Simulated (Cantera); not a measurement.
Abatement and gas-phase synthesis: CO2 + SO2 + O2

A closed system holds: 1 mol CO2, 0.0046 mol SO2, 0.077 mol O2, held at 10.0 Torr.

Equilibrium computed with Cantera from the NASA thermochemical tables; the gas is ideal and each condensed phase is pure. Candidate condensed phases: C, S; 22 gas species. Rates play no part.

From 302 °C to 2102 °C nothing is condensed. The main C-bearing gas is CO2 throughout.

| T (°C) | x CO2 | x CO | x O2 | x O | x SO3 | x SO2 | x SO |
|---|---|---|---|---|---|---|---|
| 302 | 0.927 | <1e-12 | 0.0692 | <1e-12 | 0.00425 | 1.22e-5 | <1e-12 |
| 452 | 0.926 | <1e-12 | 0.0696 | <1e-12 | 0.00353 | 0.000727 | <1e-12 |
| 602 | 0.925 | 1.42e-11 | 0.0707 | 4.73e-12 | 0.000978 | 0.00328 | <1e-12 |
| 752 | 0.925 | 4.19e-9 | 0.0711 | 7.62e-10 | 0.000171 | 0.00408 | <1e-12 |
| 902 | 0.925 | 2.87e-7 | 0.0712 | 3.37e-8 | 4.10e-5 | 0.00421 | 5.91e-11 |
| 1052 | 0.925 | 7.50e-6 | 0.0712 | 6.36e-7 | 1.35e-5 | 0.00424 | 1.97e-9 |
| 1202 | 0.924 | 0.000100 | 0.0712 | 6.64e-6 | 5.57e-6 | 0.00425 | 3.21e-8 |
| 1352 | 0.923 | 0.000824 | 0.0715 | 4.51e-5 | 2.73e-6 | 0.00425 | 3.11e-7 |
| 1502 | 0.918 | 0.00465 | 0.0732 | 0.000224 | 1.52e-6 | 0.00424 | 2.02e-6 |
| 1652 | 0.896 | 0.0190 | 0.0795 | 0.000899 | 9.57e-7 | 0.00420 | 9.45e-6 |
| 1802 | 0.840 | 0.0568 | 0.0959 | 0.00313 | 6.71e-7 | 0.00409 | 3.27e-5 |
| 1952 | 0.733 | 0.128 | 0.125 | 0.00971 | 5.05e-7 | 0.00387 | 8.79e-5 |
| 2102 | 0.579 | 0.228 | 0.163 | 0.0265 | 3.81e-7 | 0.00351 | 0.000196 |
x: gas mole fraction; nothing condenses.
